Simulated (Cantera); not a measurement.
Input: 1 mol Al(CH3)3, a varied amount of N2O, 110 mol N2, equilibrated at 725 °C and 60.0 Torr.

Cantera equilibrium calculation (NASA polynomials, part measured and part estimated; ideal gas, pure solids and liquids). Candidate condensed phases: Al, AlN, Al2O3, C, C6H6, C7H8, C8H18, H2O; 148 gas species. The feed counts by its element totals alone. Kinetics and transport are ignored.

Problem. Which condensed phases are stable at each of these points (n(N2O) (mol)): 4.5, 9.2, 14, 19, 23, 28, 33?

Solution. 
```json
[
 {"n(N2O) (mol)": "4.5", "condensed phases": "Al2O3(s) + C(graphite)", "Al condensed (%)": "100.0"},
 {"n(N2O) (mol)": "9.2", "condensed phases": "Al2O3(s)", "Al condensed (%)": "100.0"},
 {"n(N2O) (mol)": "14", "condensed phases": "Al2O3(s)", "Al condensed (%)": "100.0"},
 {"n(N2O) (mol)": "19", "condensed phases": "Al2O3(s)", "Al condensed (%)": "100.0"},
 {"n(N2O) (mol)": "23", "condensed phases": "Al2O3(s)", "Al condensed (%)": "100.0"},
 {"n(N2O) (mol)": "28", "condensed phases": "Al2O3(s)", "Al condensed (%)": "100.0"},
 {"n(N2O) (mol)": "33", "condensed phases": "Al2O3(s)", "Al condensed (%)": "100.0"}
]
```

At 4.5 mol N2O the condensed part is Al2O3(s) + C(graphite). From 9.2 mol N2O to 33 mol N2O the condensed part is Al2O3(s).
